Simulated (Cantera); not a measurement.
A perfectly stirred reactor is fed with H2 : O2 : N2 = 1.5 : 1 : 0.56 (molar parts), equivalence ratio 0.75, at 0.197 atm; it is held at 1100 K, and followed from long to short residence time.

Detailed kinetics in Cantera: GRI-Mech 3.0 (53 species, 325 reactions). The temperature is held fixed by assumption; the heat of reaction is taken as removed at once.

**Question.** What does this change do: pressure from 0.197 atm to 0.345 atm?

**Answer.** 
```tsv
quantity	before	after
x(H2) at τ = 0.900 s	0.00135	0.00342
x(O2) at τ = 0.900 s	0.109	0.110
x(H2O2) at τ = 0.900 s	2.90e-6	1.39e-5
x(O) at τ = 0.900 s	3.28e-5	9.46e-6
x(N2O) at τ = 0.900 s	7.39e-8	9.42e-8
x(H2) at τ = 13.0 ms	0.0150	0.0184
x(O2) at τ = 13.0 ms	0.114	0.116
x(H2O2) at τ = 13.0 ms	7.48e-6	1.26e-5
x(O) at τ = 13.0 ms	0.000686	0.000267
x(N2O) at τ = 13.0 ms	2.60e-8	4.27e-8
```

**Question.** What does this change do: O2 1 to 0.13 parts?

**Answer.** 
```json
[
 {"quantity": "x(H2) at τ = 0.900 s", "before": "0.00135", "after": "0.600"},
 {"quantity": "x(O2) at τ = 0.900 s", "before": "0.109", "after": "0.000122"},
 {"quantity": "x(H2O2) at τ = 0.900 s", "before": "2.90e-6", "after": "6.31e-10"},
 {"quantity": "x(O) at τ = 0.900 s", "before": "3.28e-5", "after": "1.34e-7"},
 {"quantity": "x(N2O) at τ = 0.900 s", "before": "7.39e-8", "after": "2.58e-12"},
 {"quantity": "x(H2) at τ = 13.0 ms", "before": "0.0150", "after": "0.590"},
 {"quantity": "x(O2) at τ = 13.0 ms", "before": "0.114", "after": "0.00109"},
 {"quantity": "x(H2O2) at τ = 13.0 ms", "before": "7.48e-6", "after": "9.42e-10"},
 {"quantity": "x(O) at τ = 13.0 ms", "before": "0.000686", "after": "9.23e-6"},
 {"quantity": "x(N2O) at τ = 13.0 ms", "before": "2.60e-8", "after": "2.23e-11"}
]
```
